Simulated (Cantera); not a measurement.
A closed system holds: 1 mol Si3N4, 2.3 mol N2O, 5.4 mol H2, 0.47 mol O2, equilibrated at 10.0 mbar.

Cantera equilibrium calculation (NASA polynomials, part measured and part estimated; ideal gas, pure solids and liquids). Candidate condensed phases: H2O, Si, SiO2, Si2N2O, Si3N4; 35 gas species. Mutual solubility and eutectic melting of coexisting phases are not modelled. The tables hold silica as quartz up to 1696 K and as liquid above; real silica turns to tridymite and cristobalite and melts near 1996 K. Equilibrium is a limit: real reactors are often held back by kinetics, nucleation or transport.

Q: Which condensed phases are stable at each of these points (T (K)): 1300, 1350, 1400, 1450, 1500, 1550, 1600, 1650, 1700, 1750, 1800, 1850, 1900, 1950?

A: 
| T (K) | condensed phases | Si condensed (%) |
|---|---|---|
| 1300 | SiO2(β-quartz) + Si2N2O(s) | 100.0 |
| 1350 | SiO2(β-quartz) + Si2N2O(s) | 100.0 |
| 1400 | SiO2(β-quartz) + Si2N2O(s) | 100.0 |
| 1450 | SiO2(β-quartz) + Si2N2O(s) | 99.9 |
| 1500 | SiO2(β-quartz) + Si2N2O(s) | 99.6 |
| 1550 | SiO2(β-quartz) + Si2N2O(s) | 98.5 |
| 1600 | SiO2(β-quartz) + Si2N2O(s) | 94.8 |
| 1650 | SiO2(β-quartz) + Si2N2O(s) | 82.7 |
| 1700 | SiO2(condensed) + Si2N2O(s) | 39.4 |
| 1750 | SiO2(condensed) | 7.9 |
| 1800 | SiO2(condensed) | 7.8 |
| 1850 | SiO2(condensed) | 7.5 |
| 1900 | SiO2(condensed) | 6.9 |
| 1950 | SiO2(condensed) | 5.5 |

From 1300 K to 1650 K the condensed part is SiO2(β-quartz) + Si2N2O(s). At 1700 K the condensed part is SiO2(condensed) + Si2N2O(s). From 1750 K to 1950 K the condensed part is SiO2(condensed).
